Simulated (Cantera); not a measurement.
Cantera run:

```python
import numpy as np
import cantera as ct

gas_names = """
    H HNO HNO2 HNO3 HO2 H2 H2O H2O2 N NH NH2 NH3 NH2OH NO NO2 NO3 N2 N2H2 N2H4 N2O O OH O2 O3 Si SiH
    SiH2 SiH3 SiH4 SiN SiO SiO2 Si2 Si2N Si3
""".split()
cond_names = """
    H2O(s) H2O(L) Si(cr) Si(L) SiO2(Lqz) SiO2(hqz) SiO2(L) Si2N2O(s) Si3N4(a)
""".split()


# ... load() reads the species with a 1 bar reference pressure and builds the phases ...
atoms = {
    'Si2H6': {'Si': 2, 'H': 6},
    'NO': {'N': 1, 'O': 1},
    'H2': {'H': 2},
}
top_T = {'Si2N2O(s)': 2100, 'Si3N4(a)': 2400}  # K; cautious upper limits of use, not melting points


# ... equilibrate(T, P, feed) seeds the gas with the atoms and calls Mixture.equilibrate('TP', solver="vcs", rtol=1e-11, max_steps=5000) ...
results = []
feed = {'Si2H6': 1, 'NO': 10, 'H2': 2.6}  # mol
P = 16  # Pa
for T in [775, 800, 825, 850, 875, 900, 925, 950, 975]:
    mix = equilibrate(T, P, feed)
    results.append((T, P, feed, dict(zip(mix.species_names, mix.species_moles))))

top = {s: max(r[3][s] / sum(r[3][g] for g in gas_names) for r in results) for s in gas_names}
cols = sorted((s for s in top if top[s] > 0.001), key=lambda s: -top[s])[:6]
seen = [c for c in cond_names if any(r[3].get(c, 0) > 1e-12 for r in results)]
print("log10 of partial pressures in bar; condensed amounts in mol")
print(f"{'T/K':>10s}" + "".join(f"{s[:9]:>10s}" for s in cols + seen))
for T, P, feed, n in results:
    ng = sum(n[g] for g in gas_names)
    print(f"{T:10.4g}" + "".join(f"{np.log10(max(n[s] / ng * P / 1e5, 1e-99)):10.3f}" for s in cols)
          + "".join(f"{n.get(c, 0):10.4g}" for c in seen))
```

It prints:

```
log10 of partial pressures in bar; condensed amounts in mol
       T/K       H2O        N2        O2 SiO2(Lqz) SiO2(hqz)
       775    -4.081    -4.130    -5.528         2         0
       800    -4.081    -4.130    -5.528         2         0
       825    -4.081    -4.130    -5.528         2         0
       850    -4.081    -4.130    -5.528         0         2
       875    -4.081    -4.130    -5.528         0         2
       900    -4.081    -4.130    -5.528         0         2
       925    -4.081    -4.130    -5.528         0         2
       950    -4.081    -4.130    -5.528         0         2
       975    -4.081    -4.130    -5.528         0         2
```

Cantera equilibrium calculation (NASA polynomials, part measured and part estimated; ideal gas, pure solids and liquids). The feed counts by its element totals alone.
